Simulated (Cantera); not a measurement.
An adiabatic, constant-pressure homogeneous reactor starts with 1.86 % C₃H₈, 20.6 % O₂, 77.6 % N₂, at 1675 K and 5030 Torr.

Model: GRI-Mech 3.0 (53 species, 325 reactions), integrated in Cantera. GRI-Mech 3.0 was tuned for natural gas; its chemistry of propane as a main component is partial and can be far from experiment.

Problem. Predict: time of steepest temperature rise; temperature at 1.00 s; equilibrium temperature; x(O₂) at 1.00 s; x(CO) at 1.00 s; x(HO₂) at 1.00 s.

Solution. 
```json
{
 "time_of_steepest_temperature_rise": "5.88 µs",
 "temperature at 1.00 s": "2534 K",
 "equilibrium_temperature": "2534 K",
 "x(O₂) at 1.00 s": "0.101 (gas-phase equilibrium 0.101)",
 "x(CO) at 1.00 s": "0.00277 (gas-phase equilibrium 0.00277)",
 "x(HO₂) at 1.00 s": "1.20e-5 (gas-phase equilibrium 1.20e-5)"
}
```
